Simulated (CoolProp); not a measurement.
Values from CoolProp's reference Helmholtz-energy equation of state, de Reuck 1993.

Problem. For methanol, give the phase and the cv (kJ/(kg K)), viscosity (µPa s), Prandtl number at 581.5 K and 0.474 MPa.

Solution. 
- 581.5 K and 0.474 MPa: gas; cv 1.84, viscosity 19.1, Prandtl number 0.798

Viscosity comes from a separate model (Xiang 2006). Thermal conductivity comes from a separate model (Sykioti 2013).
